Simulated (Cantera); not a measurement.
A closed system holds: 1 mol Si, 7.7 mol Cl2, 56 mol N2, held at 1698.15 K and 1.50 Torr.

Method: chemical equilibrium by Gibbs-energy minimisation in Cantera with the NASA 1993 tables (ideal gas, pure condensed phases). Candidate condensed phases: Si, Si3N4; 13 gas species. The tables' values for SiCl3 are old estimates; treat these amounts as uncertain. Equilibrium is a limit: real reactors are often held back by kinetics, nucleation or transport.

Base state: N2 0.816, Cl 0.167, SiCl4 0.0112, SiCl3 0.00236, Cl2 0.00155, SiCl2 0.000975 (mole fractions); condensed: gas only.

Task: What changes in the equilibrium state with this change: temperature from 1698.15 K to 948 K?

Result: 
```tsv
species	before	after
N2	0.816	0.893
Cl2	0.00155	0.0903
SiCl4	0.0112	0.0159
Cl	0.167	0.00115
SiCl3	0.00236	<1e-9
SiCl2	0.000975	<1e-9
```
